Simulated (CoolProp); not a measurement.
1,2-dichloroethane along the isobar 18 MPa: density (kg/m³) from the reference equation and from simpler models built on Tc = 288.4 °C, pc = 5.226 MPa, ω = 0.269; each cubic takes its own stable root.

Model: reference Helmholtz-energy equation of state, Thol 2015, in CoolProp.

| T (°C) | phase | reference |
|---|---|---|
| 5.45 | liquid | 1288 |
| 22.45 | liquid | 1266 |
| 39.45 | liquid | 1243 |
| 56.55 | liquid | 1220 |
| 73.55 | liquid | 1196 |
| 90.55 | liquid | 1172 |
| 107.65 | liquid | 1147 |
| 124.65 | liquid | 1122 |
| 141.65 | liquid | 1096 |
| 158.75 | liquid | 1069 |
| 175.75 | liquid | 1042 |
| 192.75 | liquid | 1014 |
| 209.85 | liquid | 984.5 |
| 226.85 | liquid | 954.6 |

Problem. How far does each simpler model (Redlich-Kwong, Soave-Redlich-Kwong) lie from the reference over these 14 states: mean and median of the absolute difference, and the worst?

Solution. 
- Redlich-Kwong: mean 13.8 %, median 13.7 %, worst -14.4 % at 5.45 °C and 18 MPa
- Soave-Redlich-Kwong: mean 11.7 %, median 11.5 %, worst -13.0 % at 5.45 °C and 18 MPa
